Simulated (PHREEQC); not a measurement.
Solution (25 °C): 18 mmol/kgw Cu(BF4)2 and 0.074 mmol/kgw H3BO3. Closed to the air; pH follows from the charge balance.

The numbers come from PHREEQC with the ion-association model, phreeqc.dat.

```json
[
 {"quantity": "pH", "before": "2.79", "after": "2.85"},
 {"quantity": "BF4- (mol/kgw)", "before": "0.0319", "after": "0.0306"},
 {"quantity": "HF (mol/kgw)", "before": "0.00526", "after": "0.00862"},
 {"quantity": "F- (mol/kgw)", "before": "0.00273", "after": "0.00296"},
 {"quantity": "BF3OH- (mol/kgw)", "before": "0.00220", "after": "0.00236"}
]
```

### Question
Which change was made?
A. temperature from 25 to 30 °C
B. Cu(BF4)2 from 0.018 to 0.0018 mol/kgw
C. temperature from 25 to 55 °C
D. diluted 10-fold with water
E. H3BO3 left out

### Answer
C, temperature from 25 to 55 °C

This is a speciation only: nothing precipitates in the calculation. Away from 25 °C the constants follow the database's enthalpies or fits; those with neither stay at their 25 °C values. Real BF4- forms and hydrolyses slowly; the run takes it at equilibrium.
